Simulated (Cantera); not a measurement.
A Cantera script and what it prints.

```python
import numpy as np
import cantera as ct

gas_names = """
    H HNO HNO2 HNO3 HO2 H2 H2O H2O2 N NH NH2 NH3 NH2OH NO NO2 NO3 N2 N2H2 N2H4 N2O O OH O2 O3
""".split()
cond_names = """
    H2O(s) H2O(L)
""".split()


# ... load() reads the species with a 1 bar reference pressure and builds the phases ...
atoms = {
    'NH3': {'N': 1, 'H': 3},
    'O2': {'O': 2},
    'H2': {'H': 2},
}
top_T = {}  # K; cautious upper limits of use, not melting points


# ... equilibrate(T, P, feed) seeds the gas with the atoms and calls Mixture.equilibrate('TP', solver="vcs", rtol=1e-11, max_steps=5000) ...
results = []
feed = {'NH3': 1, 'O2': 0.84, 'H2': 11}  # mol
T = 1350  # K
P = 13332.2  # Pa
mix = equilibrate(T, P, feed)
results.append((T, P, feed, dict(zip(mix.species_names, mix.species_moles))))
x = sorted(zip(gas.X, gas.species_names), reverse=True)
print(f"T = {T:g} K  P = {P:g} Pa  gas = {mix.phase_moles(0):.4g} mol")
print("   x: " + "  ".join(f"{s} {v:.3e}" for v, s in x if v > 1e-05))
print("   condensed (mol): " + ("  ".join(f"{mix.phase(i).name} {mix.phase_moles(i):.4g}"
      for i in range(1, mix.n_phases) if mix.phase_moles(i) > 1e-12) or "none"))
```

Output:

```
T = 1350 K  P = 13332.2 Pa  gas = 13 mol
   x: H2 8.323e-01  H2O 1.292e-01  N2 3.846e-02
   condensed (mol): none
```

Method: chemical equilibrium by Gibbs-energy minimisation in Cantera with the NASA 1993 tables (ideal gas, pure condensed phases).
